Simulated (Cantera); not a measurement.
## Reactions in the system H-O-Zr

Source: NASA polynomial tables (part measured, part estimated), evaluated in Cantera. Values are per mole of reaction as written; species without (g) are pure solids or liquids, kept so even where they would boil at 1 bar.

Zr + 2 OH(g) ⇌ ZrO2 + H2(g)

```csv
T (K),ΔH° (kJ),ΔS° (J/K),ΔG° (kJ),log10 K
1825,-1155.2,-203.9,-783.1,22.41
1900,-1154.7,-203.6,-767.8,21.11
1975,-1154.3,-203.4,-752.5,19.90
2050,-1153.9,-203.2,-737.3,18.79
2125,-1153.7,-203.1,-722.1,17.75
```
